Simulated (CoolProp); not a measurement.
Vapour-liquid equilibrium of hydrogen sulfide (1) + isobutane (2) at 70.9 kPa; x and y are mole fractions of (1).

Values from CoolProp's multi-fluid Helmholtz-energy mixture model, Lemmon 2006 and Bücker 2006; pair parameters Kunz 2012.

### Question
Give the bubble temperature and the first vapour's composition at x = 0.275, 0.35, 0.95. Is there an azeotrope?

### Answer
x = 0.275: 216.0 K, y = 0.879; x = 0.35: 213.1 K, y = 0.905; x = 0.95: 206.6 K, y = 0.982. No azeotrope shows between x = 0.05 and 0.95.

Pair parameters are fitted to limited data, so mixtures are less certain than the pure fluids. With so large a gap from Raoult's law the liquid may split in two, which this calculation doesn't test in full.
